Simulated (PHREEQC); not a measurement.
A solution holds 1.2 mmol/kgw FeSO4, 0.17 mmol/kgw MgSO4, 0.82 mmol/kgw NaF and 16 mmol/kgw NaCl, at 25 °C. Closed to the air; pH follows from the charge balance.

The numbers come from PHREEQC with the ion-association model, phreeqc.dat.

```tsv
quantity	before	after
pH	6.48	6.63
SO4-2 (mol/kgw)	0.00122	0.000263
Fe+2 (mol/kgw)	0.00110	0.000233
Mg+2 (mol/kgw)	0.000151	3.26e-5
FeSO4 (mol/kgw)	7.93e-5	6.22e-6
NaSO4- (mol/kgw)	5.83e-5	3.34e-6
SI of Melanterite (FeSO4:7H2O)	-4.14	-5.25
SI of Halite (NaCl)	-5.27	-6.60
```

Task: Which change was made?
(A) diluted 100-fold with water
(B) diluted 5-fold with water
(C) NaCl from 0.016 to 0.16 mol/kgw
(D) NaCl from 0.016 to 0.024 mol/kgw

Result: B, diluted 5-fold with water

Precipitation was switched off in this run. Fluoro complexes past AlF4- and FeF3 are missing from the database.
